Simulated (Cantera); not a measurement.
Ignition delay

Mixture: CH4 : O2 : N2 = 1 : 1.18 : 4.42 (molar parts), at 330000 Pa, adiabatic and at constant volume. Ignition delay is the time to a rise of 400 K.

Computed with Cantera and GRI-Mech 3.0 (53 species, 325 reactions).

```csv
T0 (K),delay (ms)
1000,377
1050,168
1100,78.4
1150,38.0
1200,19.0
1250,9.85
1300,5.26
1350,2.88
1400,1.62
1450,0.930
```

```yaml
apparent activation energy between 1350 and 1450 K: 180 kJ/mol
```
